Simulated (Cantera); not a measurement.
## Ti + CO + H2 (metals in furnace atmospheres)

Feed: 1 mol Ti, 7 mol CO, 5.3 mol H2, equilibrated at 7.50 Torr.

Method: chemical equilibrium by Gibbs-energy minimisation in Cantera with the NASA 1993 tables (ideal gas, pure condensed phases). Candidate condensed phases: C, C6H6, C7H8, C8H18, H2O, Ti, TiC, TiO, TiO2, Ti2O3, Ti3O5, Ti4O7; 113 gas species. Mutual solubility and eutectic melting of coexisting phases are not modelled. TiC, TiO: taken at fixed stoichiometry. Condensed phases not in the tables: Magnéli phases beyond Ti4O7, solid solutions among these carbides, nitrides and lower oxides. Rates play no part.

From 1000 K to 1100 K the condensed part is C(graphite) + TiO2(rutile). At 1200 K the condensed part is C(graphite) + Ti3O5(s). From 1300 K to 1800 K the condensed part is TiC(s) + Ti2O3(s). At 1900 K the condensed part is TiC(s) + TiO(s).

```json
[
 {"T (K)": "1000", "log p CO": "-2.32", "log p H2": "-2.29", "log p H": "-9.79", "log p CO2": "-4.88", "log p H2O": "-5.01", "log p CH4": "-5.60", "log p TiO": "<-14", "log p Ti": "<-14", "n C(graphite)": "2.02", "n TiO2(rutile)": "1.00", "n Ti3O5(s)": "0", "n TiC(s)": "0", "n Ti2O3(s)": "0", "n TiO(s)": "0"},
 {"T (K)": "1100", "log p CO": "-2.31", "log p H2": "-2.29", "log p H": "-8.73", "log p CO2": "-5.68", "log p H2O": "-5.65", "log p CH4": "-6.02", "log p TiO": "<-14", "log p Ti": "<-14", "n C(graphite)": "2.00", "n TiO2(rutile)": "1.00", "n Ti3O5(s)": "0", "n TiC(s)": "0", "n Ti2O3(s)": "0", "n TiO(s)": "0"},
 {"T (K)": "1200", "log p CO": "-2.30", "log p H2": "-2.30", "log p H": "-7.86", "log p CO2": "-6.32", "log p H2O": "-6.19", "log p CH4": "-6.41", "log p TiO": "<-14", "log p Ti": "<-14", "n C(graphite)": "1.67", "n TiO2(rutile)": "0", "n Ti3O5(s)": "0.333", "n TiC(s)": "0", "n Ti2O3(s)": "0", "n TiO(s)": "0"},
 {"T (K)": "1300", "log p CO": "-2.26", "log p H2": "-2.34", "log p H": "-7.13", "log p CO2": "-6.63", "log p H2O": "-6.47", "log p CH4": "-6.97", "log p TiO": "<-14", "log p Ti": "<-14", "n C(graphite)": "0", "n TiO2(rutile)": "0", "n Ti3O5(s)": "0", "n TiC(s)": "0.600", "n Ti2O3(s)": "0.200", "n TiO(s)": "0"},
 {"T (K)": "1400", "log p CO": "-2.26", "log p H2": "-2.34", "log p H": "-6.48", "log p CO2": "-6.67", "log p H2O": "-6.41", "log p CH4": "-7.68", "log p TiO": "-13.20", "log p Ti": "<-14", "n C(graphite)": "0", "n TiO2(rutile)": "0", "n Ti3O5(s)": "0", "n TiC(s)": "0.600", "n Ti2O3(s)": "0.200", "n TiO(s)": "0"},
 {"T (K)": "1500", "log p CO": "-2.26", "log p H2": "-2.34", "log p H": "-5.93", "log p CO2": "-6.69", "log p H2O": "-6.36", "log p CH4": "-8.29", "log p TiO": "-11.58", "log p Ti": "-13.73", "n C(graphite)": "0", "n TiO2(rutile)": "0", "n Ti3O5(s)": "0", "n TiC(s)": "0.600", "n Ti2O3(s)": "0.200", "n TiO(s)": "0"},
 {"T (K)": "1600", "log p CO": "-2.26", "log p H2": "-2.34", "log p H": "-5.44", "log p CO2": "-6.72", "log p H2O": "-6.32", "log p CH4": "-8.82", "log p TiO": "-10.17", "log p Ti": "-11.99", "n C(graphite)": "0", "n TiO2(rutile)": "0", "n Ti3O5(s)": "0", "n TiC(s)": "0.600", "n Ti2O3(s)": "0.200", "n TiO(s)": "0"},
 {"T (K)": "1700", "log p CO": "-2.26", "log p H2": "-2.34", "log p H": "-5.00", "log p CO2": "-6.74", "log p H2O": "-6.29", "log p CH4": "-9.29", "log p TiO": "-8.93", "log p Ti": "-10.46", "n C(graphite)": "0", "n TiO2(rutile)": "0", "n Ti3O5(s)": "0", "n TiC(s)": "0.600", "n Ti2O3(s)": "0.200", "n TiO(s)": "0"},
 {"T (K)": "1800", "log p CO": "-2.26", "log p H2": "-2.35", "log p H": "-4.62", "log p CO2": "-6.76", "log p H2O": "-6.26", "log p CH4": "-9.70", "log p TiO": "-7.83", "log p Ti": "-9.09", "n C(graphite)": "0", "n TiO2(rutile)": "0", "n Ti3O5(s)": "0", "n TiC(s)": "0.600", "n Ti2O3(s)": "0.200", "n TiO(s)": "0"},
 {"T (K)": "1900", "log p CO": "-2.26", "log p H2": "-2.35", "log p H": "-4.28", "log p CO2": "-6.80", "log p H2O": "-6.27", "log p CH4": "-10.05", "log p TiO": "-6.91", "log p Ti": "-7.91", "n C(graphite)": "0", "n TiO2(rutile)": "0", "n Ti3O5(s)": "0", "n TiC(s)": "0.500", "n Ti2O3(s)": "0", "n TiO(s)": "0.499"}
]
```
log p: log10 of the partial pressure in bar; n: condensed amount in mol.
